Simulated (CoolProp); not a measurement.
Vapour-liquid equilibrium of octamethyltrisiloxane (MDM) (1) + octamethylcyclotetrasiloxane (D4) (2) at 465.8 K; x and y are mole fractions of (1).

Computed with CoolProp (multi-fluid Helmholtz-energy mixture model, Thol 2017 and Thol 2015; pair parameters Bell 2016).

Question: Give the bubble pressure and the first vapour's composition at x = 0.65, 0.85, 0.95. Is there an azeotrope?

Answer: x = 0.65: 221.7 kPa, y = 0.741; x = 0.85: 243.1 kPa, y = 0.897; x = 0.95: 254.1 kPa, y = 0.967. No azeotrope shows between x = 0.05 and 0.95.

Pair parameters are fitted to limited data, so mixtures are less certain than the pure fluids.
